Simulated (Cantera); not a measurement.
Feed: 1 mol SiH₂Cl₂, a varied amount of H₂, equilibrated at 1575 K and 10000 Pa.

Cantera equilibrium calculation (NASA polynomials, part measured and part estimated; ideal gas, pure solids and liquids). Candidate condensed phases: Si; 19 gas species. The tables' values for SiCl₃ are old estimates; treat these amounts as uncertain. Rates play no part.

x: gas mole fraction; n: condensed amount in mol.

```json
[
 {"n(H₂) (mol)": "6.4", "x H₂": "0.825", "x HCl": "0.115", "x SiCl₂": "0.0545", "x SiCl₃": "0.00344", "x SiCl₄": "0.000569", "x SiHCl₃": "0.000544", "x H": "0.000119", "n Si(s)": "0.504"},
 {"n(H₂) (mol)": "8.5", "x H₂": "0.856", "x HCl": "0.101", "x SiCl₂": "0.0404", "x SiCl₃": "0.00220", "x SiCl₄": "0.000312", "x SiHCl₃": "0.000353", "x H": "0.000122", "n Si(s)": "0.546"},
 {"n(H₂) (mol)": "11", "x H₂": "0.880", "x HCl": "0.0883", "x SiCl₂": "0.0300", "x SiCl₃": "0.00141", "x SiCl₄": "0.000172", "x SiHCl₃": "0.000229", "x H": "0.000123", "n Si(s)": "0.586"},
 {"n(H₂) (mol)": "15", "x H₂": "0.905", "x HCl": "0.0738", "x SiCl₂": "0.0204", "x SiCl₃": "0.000788", "x SiCl₄": "7.96e-5", "x SiHCl₃": "0.000130", "x H": "0.000125", "n Si(s)": "0.636"},
 {"n(H₂) (mol)": "20", "x H₂": "0.924", "x HCl": "0.0615", "x SiCl₂": "0.0139", "x SiCl₃": "0.000441", "x SiCl₄": "3.68e-5", "x SiHCl₃": "7.37e-5", "x H": "0.000126", "n Si(s)": "0.682"},
 {"n(H₂) (mol)": "26", "x H₂": "0.939", "x HCl": "0.0514", "x SiCl₂": "0.00953", "x SiCl₃": "0.000252", "x SiCl₄": "1.74e-5", "x SiHCl₃": "4.24e-5", "x H": "0.000127", "n Si(s)": "0.724"},
 {"n(H₂) (mol)": "34", "x H₂": "0.951", "x HCl": "0.0423", "x SiCl₂": "0.00637", "x SiCl₃": "0.000137", "x SiCl₄": "7.76e-6", "x SiHCl₃": "2.33e-5", "x H": "0.000128", "n Si(s)": "0.764"},
 {"n(H₂) (mol)": "45", "x H₂": "0.962", "x HCl": "(withheld)", "x SiCl₂": "(withheld)", "x SiCl₃": "7.09e-5", "x SiCl₄": "(withheld)", "x SiHCl₃": "(withheld)", "x H": "0.000129", "n Si(s)": "0.803"},
 {"n(H₂) (mol)": "60", "x H₂": "0.970", "x HCl": "0.0270", "x SiCl₂": "0.00255", "x SiCl₃": "3.48e-5", "x SiCl₄": "1.24e-6", "x SiHCl₃": "5.96e-6", "x H": "0.000129", "n Si(s)": "0.839"},
 {"n(H₂) (mol)": "80", "x H₂": "0.977", "x HCl": "(withheld)", "x SiCl₂": "(withheld)", "x SiCl₃": "1.67e-5", "x SiCl₄": "(withheld)", "x SiHCl₃": "(withheld)", "x H": "0.000130", "n Si(s)": "0.870"},
 {"n(H₂) (mol)": "110", "x H₂": "0.983", "x HCl": "0.0160", "x SiCl₂": "0.000888", "x SiCl₃": "7.16e-6", "x SiCl₄": "1.51e-7", "x SiHCl₃": "1.23e-6", "x H": "0.000130", "n Si(s)": "0.899"},
 {"n(H₂) (mol)": "140", "x H₂": "0.986", "x HCl": "0.0129", "x SiCl₂": "0.000574", "x SiCl₃": "3.71e-6", "x SiCl₄": "6.30e-8", "x SiHCl₃": "6.41e-7", "x H": "0.000131", "n Si(s)": "0.917"}
]
```

Q: Some entries are withheld; supply them.

A: 
- 80, x HCl: 0.0212
- 80, x SiCl₂: 0.00156
- 80, x SiCl₄: 4.65e-7
- 80, x SiHCl₃: 2.86e-6
- 45, x HCl: 0.0341
- 45, x SiCl₂: 0.00409
- 45, x SiCl₄: 3.21e-6
- 45, x SiHCl₃: 1.21e-5
